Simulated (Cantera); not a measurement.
A closed system holds: 1 mol trisilylamine, 13 mol NH3, held at 1098 K and 13300 Pa.

Method: chemical equilibrium by Gibbs-energy minimisation in Cantera with the NASA 1993 tables (ideal gas, pure condensed phases). Candidate condensed phases: Si, Si3N4; 18 gas species. The feed counts by its element totals alone. Equilibrium is a limit: real reactors are often held back by kinetics, nucleation or transport.

Base state: H2 0.828, N2 0.172, NH3 1.34e-5 (mole fractions); condensed: Si3N4(s).

**Question.** What changes in the equilibrium state with this change: trisilylamine replaced by SiF4?

**Answer.** 
```json
[
 {"species": "H2", "before": "0.828", "after": "0.722"},
 {"species": "N2", "before": "0.172", "after": "0.241"},
 {"species": "SiF4", "before": "0", "after": "0.0366"},
 {"species": "HF", "before": "0", "after": "0.000954"},
 {"species": "SiHF3", "before": "0", "after": "0.000257"},
 {"species": "Si3N4(s), mol", "before": "1.00", "after": "0.00152"}
]
```
The tables' values for SiF3 are old estimates; treat these amounts as uncertain.
